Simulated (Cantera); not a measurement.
Ignition delay

Mixture: CH4 : O2 : N2 = 1 : 2 : 7.52 (molar parts), equivalence ratio 1.0, at 100000 Pa, adiabatic and at constant pressure. Ignition delay is the time to a rise of 400 K.

Computed with Cantera and GRI-Mech 3.0 (53 species, 325 reactions).

| T0 (K) | delay (ms) |
|---|---|
| 1073 | 322 |
| 1173 | 68.1 |
| 1273 | 16.8 |
| 1373 | 4.75 |
| 1473 | 1.55 |
| 1573 | 0.590 |
| 1673 | 0.261 |

```
Item                                                    Result
--------------------------------------------------  ----------
apparent activation energy between 1473 and 1673 K  180 kJ/mol
```
